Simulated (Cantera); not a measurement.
Feed: 1 mol SiH2Cl2, 1.8 mol HCl, 24 mol N2, equilibrated at 100 Torr.

Method: chemical equilibrium by Gibbs-energy minimisation in Cantera with the NASA 1993 tables (ideal gas, pure condensed phases). Candidate condensed phases: NH4Cl, Si, Si3N4; 28 gas species. N2 is the only nitrogen source here; it is nearly inert below about 1500 K, so the nitride shown seldom forms there in practice. The tables' values for SiCl3 are old estimates; treat these amounts as uncertain. The numbers say what is thermodynamically allowed, not how fast it happens.

x: gas mole fraction; n: condensed amount in mol.

| T (K) | x N2 | x HCl | x H2 | x SiCl2 | x SiCl4 | n Si3N4(s) |
|---|---|---|---|---|---|---|
| 1100 | 0.872 | 0.0904 | 0.0251 | 2.72e-6 | 0.0125 | 0.220 |
| 1175 | 0.871 | 0.0925 | 0.0240 | 1.87e-5 | 0.0119 | 0.224 |
| 1250 | 0.871 | 0.0941 | 0.0232 | 0.000101 | 0.0112 | 0.227 |
| 1325 | 0.870 | 0.0951 | 0.0226 | 0.000444 | 0.0103 | 0.227 |
| 1400 | 0.870 | 0.0951 | 0.0225 | ? | ? | 0.220 |
| 1475 | 0.869 | 0.0934 | 0.0232 | ? | ? | ? |
| 1550 | 0.867 | 0.0885 | 0.0252 | 0.0108 | 0.00414 | 0.160 |
| 1625 | 0.866 | 0.0800 | 0.0291 | 0.0193 | 0.00186 | 0.102 |

Problem. Fill in the missing entries.

Solution. 
- 1475, x SiCl2: 0.00467
- 1475, x SiCl4: 0.00686
- 1475, n Si3N4(s): 0.200
- 1400, x SiCl2: 0.00160
- 1400, x SiCl4: 0.00900
